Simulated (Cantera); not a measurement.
Input (Python, Cantera) and output of one run.

```python
import numpy as np
import cantera as ct

gas_names = """
    Mg MgN MgO MgS Mg2 N NO NO2 NO3 N2 N2O O O2 O3 S SN SO SO2 SO3 S2 S2O S8
""".split()
cond_names = """
    Mg(cr) Mg(L) MgO(s) MgO(L) MgS(s) MgSO4(s) MgSO4(L) S(cr1) S(cr2) S(L)
""".split()


# ... load() reads the species with a 1 bar reference pressure and builds the phases ...
atoms = {
    'MgO': {'Mg': 1, 'O': 1},
    'SO2': {'S': 1, 'O': 2},
    'N2': {'N': 2},
}
top_T = {'MgS(s)': 2250}  # K; cautious upper limits of use, not melting points


# ... equilibrate(T, P, feed) seeds the gas with the atoms and calls Mixture.equilibrate('TP', solver="vcs", rtol=1e-11, max_steps=5000) ...
results = []
feed = {'MgO': 1, 'SO2': 0.13, 'N2': 5.4}  # mol
T = 1598.15  # K
P = 1100  # Pa
mix = equilibrate(T, P, feed)
results.append((T, P, feed, dict(zip(mix.species_names, mix.species_moles))))
print(gas.report(threshold=1e-05))
for i in range(1, mix.n_phases):
    print(f"{mix.phase(i).name:16s} {mix.phase_moles(i):12.5e} mol")
```

It prints:

```
       temperature   1598.2 K
          pressure   1100 Pa
           density   0.0023891 kg/m^3
  mean mol. weight   28.86 kg/kmol
   phase of matter   gas

                          1 kg             1 kmol
                     ---------------   ---------------
          enthalpy        1.2285e+06        3.5455e+07  J
   internal energy         7.681e+05        2.2168e+07  J
           entropy              9860        2.8456e+05  J/K
    Gibbs function       -1.4529e+07       -4.1932e+08  J
 heat capacity c_p            1233.1             35588  J/K
 heat capacity c_v            945.02             27274  J/K

                      mass frac. Y      mole frac. X     chem. pot. / RT
                     ---------------   ---------------   ---------------
                NO         2.367e-05        2.2766e-05           -36.945
                N2           0.94781           0.97645           -30.743
                O2        2.6414e-05        2.3824e-05           -43.146
                SO        0.00011838        7.1092e-05           -43.844
               SO2          0.052018          0.023436           -65.417
     [  +17 minor]        1.2968e-06        1.0693e-06

Mg(L)             0.00000e+00 mol
MgO(s)            1.00000e+00 mol
MgS(s)            0.00000e+00 mol
MgSO4(L)          0.00000e+00 mol
S(L)              0.00000e+00 mol
```

Cantera equilibrium calculation (NASA polynomials, part measured and part estimated; ideal gas, pure solids and liquids).
